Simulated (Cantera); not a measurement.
An isothermal, constant-pressure homogeneous reactor starts with 27.1 % H2, 20.8 % O2, 52.1 % N2, at 900 K and 0.168 atm.

Model: the H2/O2 subset of GRI-Mech 3.0, which has no nitrogen chemistry, integrated in Cantera. Below about 950 K walls govern HO2 and H2O2 in real vessels. The temperature is held fixed by assumption; the heat of reaction is taken as removed at once.

One state of this run: x H2 = 0.00769; x O2 = 0.0878; x H2O = 0.304; x OH = 2.78e-7; x O = 2.85e-7; x H2O2 = 0.000113; x H = 2.57e-7. x: mole fraction; the columns are a selection and need not sum to one.

Question: Which value of t (s) does it belong to?
A. 1.68
B. 0.000476
C. 0.218
D. 0.0283

Answer: A, 1.68
